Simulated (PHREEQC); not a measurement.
Solution (25 °C): 0.097 mol/kgw CdCl2 and 0.0003 mol/kgw ZnCl2. Closed to the air; pH follows from the charge balance.

Equilibrium calculation in PHREEQC: ion-association model, phreeqc.dat.

```tsv
quantity	before	after
pH	5.39	5.12
ionic strength (mol/kgw)	0.120	0.372
Zn+2 (mol/kgw)	0.000272	0.000243
ZnCl+ (mol/kgw)	2.59e-5	4.78e-5
ZnCl2 (mol/kgw)	1.50e-6	6.36e-6
SI of Zn(OH)2(e) (Zn(OH)2)	-4.74	-5.51
```

Problem. Which change was made?
A) ZnCl2 from 0.0003 to 0.0006 mol/kgw
B) ZnCl2 from 0.0003 to 0.00033 mol/kgw
C) CdCl2 replaced by LiCl at the same molality
D) CdCl2 from 0.097 to 0.485 mol/kgw

Solution. D, CdCl2 from 0.097 to 0.485 mol/kgw

No solid was allowed to form.
